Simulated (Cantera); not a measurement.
# Reactions in the system H-Ni-S

Standard-state values (1 bar) from the NASA 1993 polynomials, evaluated with Cantera. Values are per mole of reaction as written; species without (g) are pure solids or liquids, kept so even where they would boil at 1 bar.

Ni + H₂S(g) → NiS + 2 H(g)

| T (K) | ΔH° (kJ) | ΔS° (J/K) | ΔG° (kJ) | log10 K | condensed phases |
|---|---|---|---|---|---|
| 950 | 391.8 | 86.8 | 309.3 | -17.01 | Ni(s), NiS(s) |
| 1000 | 393.1 | 88.2 | 304.9 | -15.93 | Ni(s), NiS(s) |
| 1050 | 394.5 | 89.5 | 300.5 | -14.95 | Ni(s), NiS(s) |
| 1100 | 395.8 | 90.8 | 296.0 | -14.05 | Ni(s), NiS(s) |
| 1150 | 397.2 | 92.0 | 291.4 | -13.24 | Ni(s), NiS(s) |
| 1200 | 398.6 | 93.2 | 286.8 | -12.48 | Ni(s), NiS(s) |
| 1250 | 430.2 | 118.5 | 282.1 | -11.79 | Ni(s), NiS(l) |

H₂S(g) + NiS → NiS₂ + H₂(g)

| T (K) | ΔH° (kJ) | ΔS° (J/K) | ΔG° (kJ) | log10 K | condensed phases |
|---|---|---|---|---|---|
| 950 | -21.1 | -50.2 | 26.6 | -1.46 | NiS(s), NiS₂(s) |
| 1000 | -20.8 | -49.8 | 29.1 | -1.52 | NiS(s), NiS₂(s) |
| 1050 | -20.5 | -49.5 | 31.5 | -1.57 | NiS(s), NiS₂(s) |
| 1100 | -20.2 | -49.3 | 34.0 | -1.61 | NiS(s), NiS₂(s) |
| 1150 | -20.0 | -49.1 | 36.5 | -1.66 | NiS(s), NiS₂(s) |
| 1200 | -19.8 | -48.9 | 38.9 | -1.69 | NiS(s), NiS₂(s) |
| 1250 | -49.8 | -72.9 | 41.4 | -1.73 | NiS(l), NiS₂(s) |
